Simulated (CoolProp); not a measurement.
Model: reference Helmholtz-energy equation of state, Schmidt 1985, in CoolProp. Above 300 K oxygen's equation is extrapolated.

Question: For oxygen, give the phase and the cp (kJ/(kg K)), Joule-Thomson coefficient (K/MPa) at 296.2 K and 2.52 MPa; 369.3 K and 2.52 MPa.

Answer: 
- 296.2 K and 2.52 MPa: gas; cp 0.959, Joule-Thomson coefficient 2.59
- 369.3 K and 2.52 MPa: gas; cp 0.957, Joule-Thomson coefficient 1.62
